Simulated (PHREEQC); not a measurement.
Consider water at 37 °C with 0.063 mol/kgw CuCl2, 8.7e-05 mol/kgw HBF4 and 0.00097 mol/kgw KCl. Closed to the air; pH follows from the charge balance.

Model: ion-association model, phreeqc.dat, run in PHREEQC.

Question: The ionic strength comes out as 0.170 mol/kgw. What activity coefficients do CuCl+, CuF+, H+, K+, Cu2(OH)2+2 get?

Answer: CuCl+ 0.73, CuF+ 0.75, H+ 0.80, K+ 0.72, Cu2(OH)2+2 0.31.

Precipitation was switched off in this run. At this temperature some constants are extrapolated from 25 °C, and those without enthalpy data are left unchanged. Real BF4- forms and hydrolyses slowly; the run takes it at equilibrium.
